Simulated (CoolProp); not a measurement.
Vapour-liquid equilibrium of CHF3 (R23) (1) + propylene (2) at 85.8 kPa; x and y are mole fractions of (1).

The numbers come from the multi-fluid Helmholtz-energy mixture model, Penoncello 2003 and Lemmon 2013; pair parameters Bell 2016 in CoolProp.

```tsv
x	bubble temperature (°C)	y at the bubble point	dew temperature at overall composition x (°C)	liquid density (mol/L)
0.05	-63.6	…	-52.3	15.11
0.125	-73.3	0.716	-53.9	15.64
0.2	-78.0	0.799	-55.7	16.06
0.275	-80.5	0.837	-57.6	16.43
0.35	-81.9	0.857	-59.6	16.78
0.425	-82.7	0.868	-61.8	17.14
0.5	-83.2	0.875	-64.3	17.50
0.575	-83.5	0.880	-67.0	17.89
0.65	-83.7	0.886	-70.1	18.31
0.725	-83.9	0.892	…	18.76
0.8	-84.2	0.903	-78.1	19.25
0.875	…	0.923	-83.2	19.79
0.95	-84.8	0.959	-84.7	20.38
```

Task: Complete the blanks.

Result: 
- 0.05, y at the bubble point: 0.481
- 0.725, dew temperature at overall composition x (°C): -73.7
- 0.875, bubble temperature (°C): -84.5

No azeotrope shows between x = 0.05 and 0.95.

Pair parameters are fitted to limited data, so mixtures are less certain than the pure fluids. With so large a gap from Raoult's law the liquid may split in two, which this calculation doesn't test in full.
